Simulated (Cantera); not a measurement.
## PbO + H2 + N2 (iron carbonyl, mercury and lead vapours)

Feed: 1 mol PbO, 1.1 mol H2, 2.1 mol N2, at 10.0 mbar.

Equilibrium computed with Cantera from the NASA thermochemical tables; the gas is ideal and each condensed phase is pure. Candidate condensed phases: H2O, Pb, PbO, PbO2, Pb3O4; 27 gas species. The numbers say what is thermodynamically allowed, not how fast it happens.

| T (K) | x N2 | x H2O | x Pb | x H2 | n Pb(l) |
|---|---|---|---|---|---|
| 823 | 0.656 | 0.312 | 1.34e-5 | 0.0312 | 1.000 |
| 873 | 0.656 | 0.312 | 6.36e-5 | 0.0312 | 1.000 |
| 923 | 0.656 | 0.312 | 0.000254 | 0.0312 | 0.999 |
| 973 | 0.656 | 0.312 | 0.000875 | 0.0312 | 0.997 |
| 1023 | 0.654 | 0.312 | 0.00267 | 0.0312 | 0.991 |
| 1073 | 0.651 | 0.310 | 0.00731 | 0.0310 | 0.976 |
| 1123 | 0.644 | 0.307 | 0.0183 | 0.0307 | 0.940 |
| 1173 | 0.629 | 0.299 | 0.0422 | 0.0299 | 0.859 |
| 1223 | 0.597 | 0.284 | 0.0908 | 0.0284 | 0.680 |
| 1273 | 0.536 | 0.255 | 0.184 | 0.0256 | 0.280 |
| 1323 | 0.500 | 0.238 | 0.238 | 0.0240 | 0 |
| 1373 | 0.500 | 0.238 | 0.238 | 0.0242 | 0 |
| 1423 | 0.500 | 0.238 | 0.238 | 0.0243 | 0 |
| 1473 | 0.500 | 0.237 | 0.237 | 0.0245 | 0 |
x: gas mole fraction; n: condensed amount in mol.

From 823 K to 1273 K the condensed part is Pb(l). From 1323 K to 1473 K nothing is condensed. The main Pb-bearing gas is Pb throughout.
